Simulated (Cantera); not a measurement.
# Premixed flame

A freely propagating, adiabatic, planar premixed flame of CH₄ : O₂ : N₂ = 1 : 1.43 : 4.2 (molar parts), unburnt at 625 K and 5550 Torr; mixture-averaged transport, grid criteria slope 0.08 and curve 0.16, no radiation.

Computed with Cantera and GRI-Mech 3.0 (53 species, 325 reactions). Burning velocities carry a grid error of a few per cent, more on coarse grids.

```
z (mm)   T (K)  u (m/s)     x CH₄      x O₂     x H₂    x HCN      x NO      x CO
-------  -----  -------  --------  --------  -------  -------  --------  --------
-0.243     626    0.649     0.150     0.215  0.00369    <1e-8     <1e-8   1.39e-5
-0.162     633    0.661     0.148     0.213  0.00970  2.85e-8   2.18e-8  0.000190
-0.121     654    0.687     0.146     0.210   0.0161  1.34e-7   9.10e-8  0.000748
-0.0809    778    0.829     0.134     0.199   0.0278  1.19e-6   7.57e-7   0.00478
-0.0404   1274     1.39    0.0912     0.147   0.0447  9.03e-6   7.17e-6    0.0269
-0.0202   1703     1.89    0.0524    0.0952   0.0535  2.01e-5   1.61e-5    0.0519
0         2090     2.36    0.0176    0.0417   0.0600  3.99e-5   3.04e-5    0.0782
0.0202    2288     2.59   0.00410    0.0132   0.0624  6.43e-5   5.35e-5    0.0904
0.0404    2358     2.67   0.00113   0.00389   0.0640  7.31e-5   7.99e-5    0.0926
0.0809    2394     2.70  0.000184  0.000449   0.0664  5.98e-5  0.000119    0.0916
0.162     2408     2.72   1.84e-5   5.41e-5   0.0679  3.23e-5  0.000157    0.0907
0.323     2415     2.72   8.16e-7   2.84e-5   0.0682  1.12e-5  0.000181    0.0907
0.647     2418     2.73   1.80e-8   2.17e-5   0.0683  2.39e-6  0.000191    0.0908
```
x: mole fraction of selected species; z is measured from the peak of heat release.

```
Quantity                      Value
------------------------  ---------
laminar burning velocity  64.6 cm/s
thermal thickness         0.0809 mm
peak x(H₂)                   0.0683
peak x(HCN)                 7.31e-5
peak x(CO)                   0.0926
grid points                     148
```
